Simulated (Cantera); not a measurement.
Input: 1 mol PbO, 0.018 mol O2, 13 mol H2, held at 677 °C and 1 atm.

Method: chemical equilibrium by Gibbs-energy minimisation in Cantera with the NASA 1993 tables (ideal gas, pure condensed phases). Candidate condensed phases: H2O, Pb, PbO, PbO2, Pb3O4; 12 gas species. Rates play no part.

Base state: H2 0.920, H2O 0.0797 (mole fractions); condensed: Pb(l).

Task: What changes in the equilibrium state with this change: temperature from 677 °C to 1225 °C?

Result: 
| species | before | after |
|---|---|---|
| H2 | 0.920 | 0.898 |
| H2O | 0.0797 | 0.0778 |
| Pb | 4.97e-6 | 0.0238 |
| H | <1e-9 | 1.62e-5 |
| Pb(l), mol | 1.000 | 0.683 |
